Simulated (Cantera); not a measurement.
Charge: 1 mol SiH₂Cl₂, 0.017 mol CH₄, a varied amount of H₂, at 1023.15 K and 0.975 Torr.

Cantera equilibrium calculation (NASA polynomials, part measured and part estimated; ideal gas, pure solids and liquids). Candidate condensed phases: C, C₆H₆, C₇H₈, C₈H₁₈, Si, SiC; 109 gas species. Mutual solubility and eutectic melting of coexisting phases are not modelled. The tables' values for SiCl₃ are old estimates; treat these amounts as uncertain. Rates play no part.

Question: At 29 mol H₂, list the 5 most abundant gas species with their mole fractions, and the condensed phases.

Answer: H₂ 0.956, HCl 0.0354, SiCl₄ 0.00482, SiCl₂ 0.00233, SiHCl₃ 0.00110. Condensed: Si(s) + SiC(s).
